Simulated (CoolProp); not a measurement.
Computed with CoolProp (reference Helmholtz-energy equation of state, Thol 2017).

Question: For octamethyltrisiloxane (MDM), give the phase and the density (kg/m³), cp (kJ/(kg K)), Joule-Thomson coefficient (K/MPa) at 216.15 °C and 1.01 bar.

Answer: 
- 216.15 °C and 1.01 bar: gas; density 6.13, cp 1.92, Joule-Thomson coefficient 14.8
